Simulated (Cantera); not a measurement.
**BF3 + H2O + N2 (boron, boron nitride and boron oxide)**

A closed system holds: 1 mol BF3, 0.31 mol H2O, 28 mol N2, equilibrated at 64000 Pa.

These are equilibrium values from Cantera (NASA tables, ideal gas, pure condensed phases), not measurements of a reactor. Candidate condensed phases: B, BN, B2O3, B3O3H3, H2O; 62 gas species. The tables' values for BF2 are old estimates; treat these amounts as uncertain. Gases not in the tables: H3BO3. Rates play no part.

From 1050 °C to 1950 °C nothing is condensed.

```tsv
T (°C)	x N2	x BF3	x HF	x BOF
1050	0.951	0.0260	0.0161	0.00339
1150	0.948	0.0250	0.0178	0.00727
1250	0.946	0.0241	0.0195	0.00945
1350	0.946	0.0236	0.0204	0.0101
1450	0.945	0.0234	0.0207	0.0103
1550	0.945	0.0233	0.0208	0.0104
1650	0.945	0.0233	0.0209	0.0104
1750	0.945	0.0233	0.0209	0.0104
1850	0.945	0.0233	0.0209	0.0104
1950	0.945	0.0232	0.0209	0.0104
```
x: gas mole fraction; nothing condenses.
